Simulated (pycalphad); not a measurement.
CALPHAD calculation (pycalphad, COST 507 light-alloy database (1999)), 1 atm. The database dates from 1999; later assessments differ in places, in temperatures and in the compounds included. Diffusion is slow at the low end, where real alloys seldom reach equilibrium.

Question: How does the equilibrium phase assembly of Ti-2.84Hf-0.6722B (wt.%) change on cooling from 2577 °C to 227 °C?

Answer: 
| T (°C) | phases above | phases below |
|---|---|---|
| 1605.1 | liquid | bcc + liquid |
| 1540.9 | bcc + liquid | bcc + BM |
| 877.1 | bcc + BM | bcc + BM + hcp |
| 875.1 | bcc + BM + hcp | BM + hcp |
Changes were sought between steps of 50 K, so a narrower field can be missed.

Database names, with the compositions (at.%) that they take in these runs: BM: Ti 50 B 50.
